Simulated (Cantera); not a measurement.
Cantera run:

```python
import numpy as np
import cantera as ct

gas_names = """
    O2 TiO B2O2
""".split()
cond_names = """
    Ti(a) Ti(b) Ti(L) Li(cr) Li(L) Li2O(s) Li2O(L) Ti4O7(s) Ti4O7(L) B(b) B(L)
""".split()


# ... load() reads the species with a 1 bar reference pressure and builds the phases ...
species = {s.name: s for s in load("nasa_gas.yaml", gas_names) + load("nasa_condensed.yaml", cond_names)}
# Each term lists the table entries of one substance; the one whose range holds T is used.
reactions = {
    '2 Ti + O2(g) = 2 TiO(g)':
        [(-2, ['Ti(a)', 'Ti(b)', 'Ti(L)']), (-1, ['O2']), (2, ['TiO'])],
    '4 Li + O2(g) = 2 Li2O':
        [(-4, ['Li(cr)', 'Li(L)']), (-1, ['O2']), (2, ['Li2O(s)', 'Li2O(L)'])],
    '1.143 Ti + O2(g) = 0.2857 Ti4O7':
        [(-1.1428571428571428, ['Ti(a)', 'Ti(b)', 'Ti(L)']), (-1, ['O2']), (0.2857142857142857, ['Ti4O7(s)', 'Ti4O7(L)'])],
    '2 B + O2(g) = B2O2(g)':
        [(-2, ['B(b)', 'B(L)']), (-1, ['O2']), (1, ['B2O2'])],
}


def pick(names, T):
    return next(species[n] for n in names if species[n].thermo.min_temp <= T <= species[n].thermo.max_temp)


results = []
for label, terms in reactions.items():
    print(label)
    print("     T/K   dH/kJ  dS/(J/K)   dG/kJ   log10 K")
    for T in [948, 1023, 1098, 1173, 1248, 1323, 1398, 1473, 1548, 1623, 1698]:
        used = [(nu, pick(names, T)) for nu, names in terms]
        dH = sum(nu * s.thermo.h(T) for nu, s in used) / 1e6
        dS = sum(nu * s.thermo.s(T) for nu, s in used) / 1e3
        dG = dH - T * dS / 1e3
        logK = -dG * 1e6 / (ct.gas_constant * T * np.log(10))
        results.append((label, T, dH, dS, dG, logK, [s.name for _, s in used]))
        print(f"{T:8g} {dH:8.1f} {dS:8.1f} {dG:8.1f} {logK:8.2f}")
```

Output:

```
2 Ti + O2(g) = 2 TiO(g)
     T/K   dH/kJ  dS/(J/K)   dG/kJ   log10 K
     948     97.4    180.8    -74.1     4.08
    1023     95.5    179.0    -87.6     4.47
    1098     93.2    176.8   -100.9     4.80
    1173     82.8    167.7   -114.0     5.07
    1248     81.5    166.7   -126.5     5.29
    1323     80.1    165.6   -139.0     5.49
    1398     78.5    164.4   -151.3     5.65
    1473     76.7    163.1   -163.6     5.80
    1548     74.7    161.9   -175.8     5.93
    1623     72.6    160.5   -187.9     6.05
    1698     70.3    159.1   -199.9     6.15
4 Li + O2(g) = 2 Li2O
     T/K   dH/kJ  dS/(J/K)   dG/kJ   log10 K
     948  -1209.9   -277.4   -946.9    52.17
    1023  -1207.6   -275.9   -925.3    47.25
    1098  -1205.7   -274.1   -904.7    43.04
    1173  -1203.5   -272.2   -884.2    39.37
    1248  -1201.1   -270.2   -863.9    36.16
    1323  -1198.5   -268.2   -843.7    33.31
    1398  -1195.8   -266.2   -823.7    30.77
    1473  -1192.9   -264.2   -803.8    28.50
    1548  -1190.0   -262.3   -784.0    26.46
    1623  -1187.0   -260.4   -764.4    24.60
    1698  -1184.0   -258.6   -745.0    22.92
1.143 Ti + O2(g) = 0.2857 Ti4O7
     T/K   dH/kJ  dS/(J/K)   dG/kJ   log10 K
     948   -965.4   -171.5   -802.8    44.23
    1023   -964.5   -170.6   -790.0    40.34
    1098   -963.8   -170.0   -777.2    36.97
    1173   -967.8   -173.4   -764.4    34.04
    1248   -966.4   -172.3   -751.4    31.45
    1323   -965.2   -171.3   -738.6    29.16
    1398   -964.0   -170.4   -725.7    27.12
    1473   -962.8   -169.6   -713.0    25.28
    1548   -961.8   -168.9   -700.3    23.63
    1623   -960.9   -168.3   -687.6    22.13
    1698   -960.0   -167.8   -675.0    20.77
2 B + O2(g) = B2O2(g)
     T/K   dH/kJ  dS/(J/K)   dG/kJ   log10 K
     948   -457.9     23.8   -480.5    26.47
    1023   -458.5     23.2   -482.2    24.62
    1098   -459.0     22.7   -484.0    23.02
    1173   -459.6     22.2   -485.6    21.63
    1248   -460.2     21.7   -487.3    20.39
    1323   -460.8     21.2   -488.9    19.30
    1398   -461.5     20.7   -490.5    18.33
    1473   -462.2     20.3   -492.0    17.45
    1548   -462.9     19.8   -493.5    16.65
    1623   -463.6     19.3   -495.0    15.93
    1698   -464.4     18.9   -496.4    15.27
```

Source: NASA polynomial tables (part measured, part estimated), evaluated in Cantera. Condensed species are held in their standard states even where they would react or evaporate.
